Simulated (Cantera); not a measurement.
Source: NASA polynomial tables (part measured, part estimated), evaluated in Cantera. Values are per mole of reaction as written; species without (g) are pure solids or liquids, kept so even where they would boil at 1 bar.

Si3N4 + 12 F(g) ⇌ 3 SiF4(g) + 2 N2(g), with ΔH° = -5053.0 kJ and ΔS° = -787.1 J/K at 300 K.

How far is the shortcut ΔG° ≈ ΔH°(300 K) − T·ΔS°(300 K) from the full temperature-dependent value at 1825, 1875, 1925, 1975, 2025, 2075, 2125, 2175, 2225, 2275, 2325 K?


```csv
T (K),shortcut (kJ),full (kJ),difference (kJ),difference in log10 K
1825,-3616.6,-3513.8,-102.8,2.94
1875,-3577.3,-3469.6,-107.6,3.00
1925,-3537.9,-3425.3,-112.6,3.05
1975,-3498.5,-3381.0,-117.5,3.11
2025,-3459.2,-3336.6,-122.6,3.16
2075,-3419.8,-3292.2,-127.7,3.21
2125,-3380.5,-3247.7,-132.8,3.27
2175,-3341.1,-3203.1,-138.0,3.31
2225,-3301.8,-3158.5,-143.3,3.36
2275,-3262.4,-3113.8,-148.6,3.41
2325,-3223.1,-3069.2,-153.9,3.46
```
The shortcut ignores the heat-capacity change of the reaction.
